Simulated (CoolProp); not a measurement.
Dimethyl carbonate at several states: density (kg/m³) from the reference equation and from simpler models built on Tc = 283.9 °C, pc = 49.09 bar, ω = 0.346; each cubic takes its own stable root.

Computed with CoolProp (reference Helmholtz-energy equation of state, Zhou 2011).

```tsv
T (°C)	p (bar)	phase	reference	van der Waals	Soave-Redlich-Kwong
121.45	11.5	liquid	929.6	541.5	830.4
69.15	38.3	liquid	1008	592.8	901.0
170.15	0.15	gas	0.3674	0.3672	0.3674
294.55	6.85	gas	13.71	13.63	13.70
222.35	1.38	gas	3.061	3.051	3.061
287.85	0.143	gas	0.2764	0.2764	0.2764
```
